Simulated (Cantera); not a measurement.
A closed system holds: 1 mol C, 0.042 mol CO₂, 0.31 mol H₂O, equilibrated at 1.50 bar.

Equilibrium computed with Cantera from the NASA thermochemical tables; the gas is ideal and each condensed phase is pure. Candidate condensed phases: C, C₆H₆, C₇H₈, C₈H₁₈, H₂O; 110 gas species. The numbers say what is thermodynamically allowed, not how fast it happens.

log p: log10 of the partial pressure in bar; n: condensed amount in mol.

```
T (K)  log p CO  log p H₂  log p H  log p C₂H₂ (acetylene)  log p CH₄  log p H₂O  n C(graphite)
-----  --------  --------  -------  ----------------------  ---------  ---------  -------------
1925      -0.08     -0.18    -3.11                       ?      -3.64      -4.05          0.648
2025      -0.08     -0.18    -2.81                       ?      -3.76      -4.23          0.647
2125      -0.08     -0.18    -2.53                       ?      -3.87      -4.39          0.647
2225      -0.08     -0.18    -2.28                       ?      -3.97      -4.54          0.646
2325      -0.08     -0.19    -2.05                       ?      -4.06      -4.67          0.645
2425      -0.08     -0.19    -1.84                       ?      -4.15      -4.80          0.643
2525      -0.08     -0.20    -1.65                       ?      -4.23      -4.92          0.641
2625      -0.08     -0.20    -1.47                       ?      -4.32      -5.03          0.637
```

Task: Complete the blanks.

Result: 
- 1925, log p C₂H₂ (acetylene): -3.52
- 2025, log p C₂H₂ (acetylene): -3.22
- 2125, log p C₂H₂ (acetylene): -2.96
- 2225, log p C₂H₂ (acetylene): -2.72
- 2325, log p C₂H₂ (acetylene): -2.50
- 2425, log p C₂H₂ (acetylene): -2.30
- 2525, log p C₂H₂ (acetylene): -2.12
- 2625, log p C₂H₂ (acetylene): -1.95
